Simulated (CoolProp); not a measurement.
Decamethylcyclopentasiloxane (D5) along the isotherm 140.05 °C: density (kg/m³) from the reference equation and from simpler models built on Tc = 345.1 °C, pc = 1078 kPa, ω = 0.631; each cubic takes its own stable root.

Values from CoolProp's reference Helmholtz-energy equation of state, Thol 2019.

| p (kPa) | phase | reference |
|---|---|---|
| 1200 | liquid | 832.9 |
| 2390 | liquid | 836.5 |
| 3590 | liquid | 840.0 |
| 4790 | liquid | 843.3 |
| 5990 | liquid | 846.4 |
| 7180 | liquid | 849.5 |
| 8380 | liquid | 852.4 |
| 9580 | liquid | 855.3 |
| 10800 | liquid | 858.1 |

Task: How far does each simpler model (van der Waals, Redlich-Kwong, Soave-Redlich-Kwong, Peng-Robinson) lie from the reference over these 9 states: mean and median of the absolute difference, and the worst?

Result: 
- van der Waals: mean 40.6 %, median 40.2 %, worst -43.6 % at 140.05 °C and 1200 kPa
- Redlich-Kwong: mean 15.9 %, median 15.6 %, worst -18.7 % at 140.05 °C and 1200 kPa
- Soave-Redlich-Kwong: mean 11.3 %, median 11.2 %, worst -12.2 % at 140.05 °C and 1200 kPa
- Peng-Robinson: mean 0.4 %, median 0.4 %, worst -1.1 % at 140.05 °C and 1200 kPa
